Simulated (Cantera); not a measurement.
A perfectly stirred reactor is fed with 12.8 % CH4, 18.3 % O2, 68.8 % N2, equivalence ratio 1.4, at 14.8 atm; it is adiabatic with a 325 K inlet, and is followed from long to short residence time, starting on the burning branch (τ in s: 0.16, 0.048, 0.014, 0.0044, 0.0013, 0.0004, 0.00012, 3.7e-05, 1.1e-05, 3.4e-06).

Detailed kinetics in Cantera: GRI-Mech 3.0 (53 species, 325 reactions). The pressure lies above the range GRI-Mech 3.0 was tuned for (to about 10 atm).

Q: Predict: blow-out, bracketed by the residence times tried; x(CH4) at τ = 0.160 s; x(O2) at τ = 0.160 s; x(HCN) at τ = 0.160 s; x(C2H6) at τ = 0.160 s; x(CO2) at τ = 0.160 s; x(CH4) at τ = 0.400 ms; x(O2) at τ = 0.400 ms; x(HCN) at τ = 0.400 ms; x(C2H6) at τ = 0.400 ms; x(CO2) at τ = 0.400 ms.

A: 
```json
{
 "blow_out_bracketed_by_the_residence_times_tried": "burning at 0.400 ms, out at 0.120 ms",
 "x(CH4) at τ = 0.160 s": "0.000580",
 "x(O2) at τ = 0.160 s": "3.60e-5",
 "x(HCN) at τ = 0.160 s": "5.11e-6",
 "x(C2H6) at τ = 0.160 s": "6.51e-8",
 "x(CO2) at τ = 0.160 s": "0.0460",
 "x(CH4) at τ = 0.400 ms": "0.00994",
 "x(O2) at τ = 0.400 ms": "0.00871",
 "x(HCN) at τ = 0.400 ms": "8.52e-6",
 "x(C2H6) at τ = 0.400 ms": "8.61e-5",
 "x(CO2) at τ = 0.400 ms": "0.0450"
}
```
